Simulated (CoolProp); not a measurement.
A closed Brayton cycle with dry air: compressor inlet 323.15 K and 1.6 MPa, high pressure 4.29 MPa, turbine inlet 715 K, compressor efficiency 0.85, turbine efficiency 0.93, recuperator effectiveness 0.8 (on enthalpy, no pinch check). Each further row changes one setting.

Computed with CoolProp (reference Helmholtz-energy equation of state, Lemmon 2000). It is a pseudo-pure fit of the blend.

```json
[
 {"case": "as stated", "thermal efficiency (%)": "21.8", "net work (kJ/kg)": "41.9", "compressor to turbine work": "0.75", "compressor exit (K)": "446.8", "turbine exit (K)": "558.6"},
 {"case": "turbine inlet 665 K", "thermal efficiency (%)": "17.5", "net work (kJ/kg)": "30.0", "compressor to turbine work": "0.81", "compressor exit (K)": "446.8", "turbine exit (K)": "518.2"},
 {"case": "compressor inlet 333.15 K", "thermal efficiency (%)": "20.1", "net work (kJ/kg)": "38.0", "compressor to turbine work": "0.77", "compressor exit (K)": "460.4", "turbine exit (K)": "558.6"},
 {"case": "high pressure 3.65 MPa", "thermal efficiency (%)": "22.9", "net work (kJ/kg)": "40.6", "compressor to turbine work": "0.72", "compressor exit (K)": "424.2", "turbine exit (K)": "581.8"},
 {"case": "recuperator effectiveness 0.5", "thermal efficiency (%)": "18.5", "net work (kJ/kg)": "41.9", "compressor to turbine work": "0.75", "compressor exit (K)": "446.8", "turbine exit (K)": "558.6"}
]
```
